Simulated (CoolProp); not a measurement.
CH2F2 (R32) at several states: Z from the reference equation and from simpler models built on Tc = 351.3 K, pc = 5783 kPa, ω = 0.277; each cubic takes its own stable root.

Computed with CoolProp (reference Helmholtz-energy equation of state, Tillner-Roth 1997).

```json
[
 {"T (K)": "327.1", "p (kPa)": "35.3", "phase": "gas", "reference": "0.9969"},
 {"T (K)": "257.3", "p (kPa)": "310", "phase": "gas", "reference": "0.9301"},
 {"T (K)": "170.5", "p (kPa)": "38.7", "phase": "liquid", "reference": "0.001055"},
 {"T (K)": "155.6", "p (kPa)": "37.6", "phase": "liquid", "reference": "0.001094"},
 {"T (K)": "188.2", "p (kPa)": "5520", "phase": "liquid", "reference": "0.1403"},
 {"T (K)": "378.7", "p (kPa)": "2030", "phase": "gas", "reference": "0.8909"}
]
```

Task: How far does each simpler model (van der Waals, Redlich-Kwong, Peng-Robinson) lie from the reference over these 6 states: mean and median of the absolute difference, and the worst?

Result: 
- van der Waals: mean 30664.1 %, median 49.3 %, worst +93700.9 % at 170.5 K and 38.7 kPa
- Redlich-Kwong: mean 17.1 %, median 17.6 %, worst +33.4 % at 155.6 K and 37.6 kPa
- Peng-Robinson: mean 8.2 %, median 8.4 %, worst +16.6 % at 155.6 K and 37.6 kPa

At some of these states van der Waals gives the other phase, because its saturation line lies elsewhere.
